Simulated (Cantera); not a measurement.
A closed system holds: 1 mol SiCl4, 0.026 mol HCl, 6.4 mol H2, at 1225 K and 0.110 bar.

Equilibrium computed with Cantera from the NASA thermochemical tables; the gas is ideal and each condensed phase is pure. Candidate condensed phases: Si; 19 gas species. The tables' values for SiCl3 are old estimates; treat these amounts as uncertain. Rates play no part.

### Question
What is the equilibrium state?

### Answer
```json
{
  "x(H2)": "0.787",
  "x(HCl)": "0.0818",
  "x(SiCl4)": "0.0738",
  "x(SiHCl3)": "0.0222",
  "x(SiCl2)": "0.0203",
  "x(SiCl3)": "0.0138",
  "x(SiH2Cl2)": "0.000888",
  "x(SiH3Cl)": "9.81e-6",
  "gas_amount": "7.634 mol",
  "log10 activity of Si(s) (absent)": "-0.01"
}
```
